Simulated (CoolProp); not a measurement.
Properties of R245ca along the isobar 86.4 bar.

The numbers come from the reference Helmholtz-energy equation of state, Zhou 2016 in CoolProp.

```
T (K)          phase  cp (kJ/(kg K))  cv (kJ/(kg K))  isothermal compressibility (1/MPa)  expansivity (1/kK)  fugacity coefficient
-----  -------------  --------------  --------------  ----------------------------------  ------------------  --------------------
367.2         liquid           1.470           1.085                            0.003822               2.225                0.1065
374.1         liquid           1.484           1.094                            0.004250               2.322                0.1224
381           liquid           1.499           1.103                            0.004748               2.430                0.1395
387.9         liquid           1.515           1.112                            0.005332               2.552                0.1580
394.8         liquid           1.532           1.122                            0.006024               2.690                0.1777
401.7         liquid           1.551           1.131                            0.006850               2.849                0.1987
408.6         liquid           1.571           1.140                            0.007850               3.031                0.2208
415.5         liquid           1.593           1.149                            0.009073               3.244                0.2440
422.4         liquid           1.617           1.159                             0.01059               3.494                0.2682
429.3         liquid           1.645           1.168                             0.01250               3.790                0.2933
436.2         liquid           1.676           1.178                             0.01495               4.145                0.3191
443.1         liquid           1.711           1.188                             0.01812               4.574                0.3456
450    supercritical           1.751           1.198                             0.02231               5.094                0.3726
```
